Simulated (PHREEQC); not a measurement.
Acid mine or pickling water: an equilibrium model

Synthetic water in mg/kgw, 70 °C, pH 2.53, pe 9.5:

| constituent | mg/kgw |
|---|---|
| Na | 2310 |
| K | 19.6 |
| Ca | 345 |
| Mg | 196 |
| Cl | 962 |
| S(6) as SO4 | 7190 |
| Cu(2) | 4.67 |
| Mn(2) | 88.5 |
| Al | 434 |

Cl is adjusted to close the charge balance.
Valence states are taken as typed.

Equilibrium calculation in PHREEQC: ion-association model, wateq4f.dat.

No solid was allowed to form.

Q: Predict the ionic strength.

A: ionic strength 0.177 mol/kgw.

Q: In which forms is Al present?

A: AlSO4+ 68 %, Al(SO4)2- 22 %, Al+3 9.2 % of the Al.

Away from 25 °C the constants follow the database's enthalpies or fits; those with neither stay at their 25 °C values.
